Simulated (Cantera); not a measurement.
A Cantera script and its output.

```python
import numpy as np
import cantera as ct

surf = ct.Interface("ptcombust.yaml", "Pt_surf")
gas = surf.adjacent["gas"]
gas.TPX = 300, 2800, {'CH4': 0.023, 'O2': 0.077, 'N2': 0.79}
jet = ct.ImpingingJet(gas=gas, width=0.032, surface=surf)
jet.inlet.mdot, jet.inlet.T, jet.inlet.X = 0.031, 300, {'CH4': 0.023, 'O2': 0.077, 'N2': 0.79}
jet.set_refine_criteria(ratio=10, slope=0.2, curve=0.3)
show, cover = ['CH4', 'O2', 'H2O', 'OH', 'CO', 'CO2'], ["PT(S)", "H(S)", "O(S)", "OH(S)", "CO(S)", "C(S)"]

rows = []
print(f"{'Ts/K':>7s}" + "".join(f"{s:>11s}" for s in show + cover) + "   (gas at the wall, coverages)")
for i, Ts in enumerate([850, 900, 950, 1000, 1050, 1100, 1150, 1200]):
    jet.surface.T = Ts
    if i == 0:
        surf.TP = Ts, 2800
        surf.coverages = "PT(S):0.5, O(S):0.5"
        surf.advance_coverages(1.0)
        jet.set_initial_guess(products="inlet")
    jet.solve(loglevel=0, auto=(i == 0))
    rows.append([*(jet.X[gas.species_index(s), -1] for s in show), *surf[cover].coverages])
    print(f"{Ts:7g}" + "".join(f"{x:11.3e}" for x in rows[-1]))
```

Result:

```
   Ts/K        CH4         O2        H2O         OH         CO        CO2      PT(S)       H(S)       O(S)      OH(S)      CO(S)       C(S)   (gas at the wall, coverages)
    850  2.156e-02  7.741e-02  8.025e-03  8.505e-09  7.078e-06  5.235e-03  2.109e-01  1.946e-08  7.886e-01  5.143e-04  8.395e-06  2.145e-08
    900  1.856e-02  7.101e-02  1.362e-02  3.419e-08  8.802e-06  8.909e-03  2.884e-01  5.875e-08  7.110e-01  5.926e-04  7.008e-06  2.494e-08
    950  1.548e-02  6.449e-02  1.932e-02  1.104e-07  1.037e-05  1.266e-02  3.693e-01  1.436e-07  6.301e-01  6.132e-04  5.420e-06  2.595e-08
   1000  1.280e-02  5.881e-02  2.425e-02  3.058e-07  1.190e-05  1.592e-02  4.499e-01  3.001e-07  5.495e-01  5.890e-04  4.056e-06  2.536e-08
   1050  1.066e-02  5.430e-02  2.815e-02  7.404e-07  1.363e-05  1.851e-02  5.276e-01  5.611e-07  4.719e-01  5.388e-04  3.035e-06  2.417e-08
   1100  9.045e-03  5.092e-02  3.106e-02  1.619e-06  1.581e-05  2.045e-02  5.997e-01  9.615e-07  3.998e-01  4.769e-04  2.310e-06  2.291e-08
   1150  7.838e-03  4.840e-02  3.321e-02  3.237e-06  1.869e-05  2.188e-02  6.661e-01  1.551e-06  3.335e-01  4.128e-04  1.813e-06  2.198e-08
   1200  6.947e-03  4.658e-02  3.476e-02  6.004e-06  2.260e-05  2.291e-02  7.253e-01  2.382e-06  2.743e-01  3.515e-04  1.472e-06  2.145e-08
```

Cantera simulation using Deutschmann's 1995 Pt surface mechanism with GRI-Mech 3.0 gas chemistry; the numbers are that mechanism's predictions, not measurements. Catalytic surfaces can have several steady states; this one follows from the mechanism file's or the stated starting coverage.
